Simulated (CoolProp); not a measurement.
Vapour-liquid equilibrium of n-hexane (1) + p-xylene (2) at 314 kPa; x and y are mole fractions of (1).

Values from CoolProp's multi-fluid Helmholtz-energy mixture model, Thol 2019 and Zhou 2012; pair parameters Bell 2016.

### Question
Give the bubble temperature and the first vapour's composition at x = 0.35, 0.65, 0.95. Is there an azeotrope?

### Answer
x = 0.35: 415.5 K, y = 0.736; x = 0.65: 397.2 K, y = 0.903; x = 0.95: 384.7 K, y = 0.989. No azeotrope shows between x = 0.05 and 0.95.

The pair parameters rest on a limited set of measurements; away from them the model extrapolates.
